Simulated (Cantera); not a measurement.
An isothermal, constant-pressure homogeneous reactor starts with 0.729 % CH4, 98.5 % H2, 0.817 % O2, equivalence ratio 62, at 2425 K and 10.00 Torr.

Computed with Cantera and GRI-Mech 3.0 (53 species, 325 reactions). Radical loss at walls, strong at low pressure, is not modelled.

One state of this run: x CH4 = 0.000181; x H2 = 0.937; x O2 = 1.89e-8; x H2O2 = <1e-12; x CO2 = 7.83e-6; x C2H4 = 2.16e-7; x CH3 = 0.000160. x: mole fraction; the columns are a selection and need not sum to one.

### Question
Which value of t (s) does it belong to?
A. 13.1
B. 4.28
C. 0.0490
D. 40.0

### Answer
C, 0.0490
